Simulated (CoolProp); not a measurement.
Vapour-liquid equilibrium of p-xylene (1) + n-decane (2) at 507.9 K; x and y are mole fractions of (1).

Values from CoolProp's multi-fluid Helmholtz-energy mixture model, Zhou 2012 and Lemmon 2006; pair parameters Bell 2016.

Problem. Give the bubble pressure and the first vapour's composition at x = 0.15, 0.55, 0.75. Is there an azeotrope?

Solution. x = 0.15: 440.2 kPa, y = 0.242; x = 0.55: 595.3 kPa, y = 0.681; x = 0.75: 673.3 kPa, y = 0.837. No azeotrope shows between x = 0.05 and 0.95.

Pair parameters are fitted to limited data, so mixtures are less certain than the pure fluids.
